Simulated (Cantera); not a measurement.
# Moist CO burnout

A perfectly stirred reactor is fed with CO : O2 : H2O : N2 = 0.0021 : 0.0048 : 0.0068 : 1 (molar parts), equivalence ratio 0.22, at 2180 Torr; it is held at 1475 K, and followed from long to short residence time.

Cantera simulation using GRI-Mech 3.0 (53 species, 325 reactions); the numbers are that mechanism's predictions, not measurements.

```
τ (s)        x CO     x O2    x H2O    x HO2     x CO2      x H      x O
-------  --------  -------  -------  -------  --------  -------  -------
5.8       4.08e-6  0.00370  0.00671  2.07e-8   0.00207  4.18e-8  6.82e-7
1.3       1.16e-5  0.00370  0.00670  5.56e-8   0.00206  1.54e-7  1.61e-6
0.31      3.14e-5  0.00371  0.00670  1.40e-7   0.00204  5.55e-7  3.80e-6
0.072     8.51e-5  0.00373  0.00668  3.29e-7   0.00199  2.06e-6  9.20e-6
0.017    0.000220  0.00380  0.00666  6.72e-7   0.00185  7.22e-6  2.17e-5
0.0039   0.000540  0.00395  0.00661  1.14e-6   0.00153  2.21e-5  4.77e-5
0.00090   0.00114  0.00425  0.00657  1.53e-6  0.000933  4.29e-5  7.80e-5
0.00021   0.00184  0.00460  0.00663  1.37e-6  0.000232  2.20e-5  4.75e-5
```
x: mole fraction; the columns are a selection and need not sum to one.
